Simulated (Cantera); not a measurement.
Feed: 1 mol LiCl, 26 mol H2, 0.75 mol HCl, at 527 °C and 1.10 mbar.

These are equilibrium values from Cantera (NASA tables, ideal gas, pure condensed phases), not measurements of a reactor. Candidate condensed phases: Li, LiCl, LiH; 11 gas species. Equilibrium is a limit: real reactors are often held back by kinetics, nucleation or transport.

Problem. What is the equilibrium state?

Solution. 
```
Quantity                              Value
--------------------------------  ---------
x(H2)                                 0.970
x(HCl)                               0.0280
x(Li2Cl2)                           0.00130
x(LiCl)                            0.000616
x(Li3Cl3)                          0.000114
n(LiCl(s))                        0.905 mol
gas amount                        26.80 mol
log10 activity of Li(l) (absent)     -12.85
```
